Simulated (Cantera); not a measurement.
An adiabatic, constant-volume homogeneous reactor starts with H2 : O2 : N2 = 1 : 0.581 : 2.19 (molar parts), equivalence ratio 0.86, at 1000 K and 1800000 Pa. Integrator tolerance rtol = 1e-08.

Model: GRI-Mech 3.0 (53 species, 325 reactions), integrated in Cantera. The hydrogen kinetics of GRI-Mech 3.0 are dated; newer H2 mechanisms differ, most at raised pressure. The pressure lies above the range GRI-Mech 3.0 was tuned for (to about 10 atm). Above 3000 K some thermodynamic fits are extrapolated.

Question: What does this change do: initial temperature 1000 to 1425 K?

Answer: 
| quantity | before | after |
|---|---|---|
| time of steepest temperature rise | 6.49 ms | 1.48 µs |
| temperature at 1.00 s | 3029 K | 3193 K |
| equilibrium temperature | 3029 K | 3193 K |
| x(H2) at 1.00 s | 0.0142 (gas-phase equilibrium 0.0142) | 0.0248 (gas-phase equilibrium 0.0248) |
| x(O2) at 1.00 s | 0.0192 (gas-phase equilibrium 0.0192) | 0.0202 (gas-phase equilibrium 0.0202) |
| x(H) at 1.00 s | 0.00299 (gas-phase equilibrium 0.00299) | 0.00729 (gas-phase equilibrium 0.00729) |
| x(NO) at 1.00 s | 0.0137 (gas-phase equilibrium 0.0137) | 0.0167 (gas-phase equilibrium 0.0167) |
| x(H2O) at 1.00 s | 0.275 (gas-phase equilibrium 0.275) | 0.255 (gas-phase equilibrium 0.255) |
| x(H2O2) at 1.00 s | 4.79e-6 (gas-phase equilibrium 4.79e-6) | 4.95e-6 (gas-phase equilibrium 4.95e-6) |
| x(NO2) at 1.00 s | 1.62e-5 (gas-phase equilibrium 1.62e-5) | 1.58e-5 (gas-phase equilibrium 1.58e-5) |

Question: What does this change do: initial temperature 1000 to 1350 K?

Answer: 
| quantity | before | after |
|---|---|---|
| time of steepest temperature rise | 6.49 ms | 3.46 µs |
| temperature at 1.00 s | 3029 K | 3166 K |
| equilibrium temperature | 3029 K | 3166 K |
| x(H2) at 1.00 s | 0.0142 (gas-phase equilibrium 0.0142) | 0.0228 (gas-phase equilibrium 0.0228) |
| x(O2) at 1.00 s | 0.0192 (gas-phase equilibrium 0.0192) | 0.0200 (gas-phase equilibrium 0.0200) |
| x(H) at 1.00 s | 0.00299 (gas-phase equilibrium 0.00299) | 0.00636 (gas-phase equilibrium 0.00636) |
| x(NO) at 1.00 s | 0.0137 (gas-phase equilibrium 0.0137) | 0.0162 (gas-phase equilibrium 0.0162) |
| x(H2O) at 1.00 s | 0.275 (gas-phase equilibrium 0.275) | 0.259 (gas-phase equilibrium 0.259) |
| x(H2O2) at 1.00 s | 4.79e-6 (gas-phase equilibrium 4.79e-6) | 4.92e-6 (gas-phase equilibrium 4.92e-6) |
| x(NO2) at 1.00 s | 1.62e-5 (gas-phase equilibrium 1.62e-5) | 1.58e-5 (gas-phase equilibrium 1.58e-5) |
